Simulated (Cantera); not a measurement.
Input: 1 mol Si, a varied amount of HCl, 0.57 mol H2, equilibrated at 923 K and 0.133 bar.

Method: chemical equilibrium by Gibbs-energy minimisation in Cantera with the NASA 1993 tables (ideal gas, pure condensed phases). Candidate condensed phases: Si; 19 gas species. Equilibrium is a limit: real reactors are often held back by kinetics, nucleation or transport.

**Question.** What share of the Si ends up in condensed phases as a function of n(HCl) (mol), at 0.51, 0.63, 0.78, 0.97, 1.2, 1.5, 1.8, 2.3, 2.8, 3.5, 4.3?

**Answer.** 
```csv
n(HCl) (mol),Si condensed (%),as
0.51,86.6,Si(s)
0.63,83.4,Si(s)
0.78,79.5,Si(s)
0.97,74.5,Si(s)
1.2,68.5,Si(s)
1.5,60.7,Si(s)
1.8,52.8,Si(s)
2.3,39.8,Si(s)
2.8,26.8,Si(s)
3.5,8.5,Si(s)
4.3,0.0,-
```
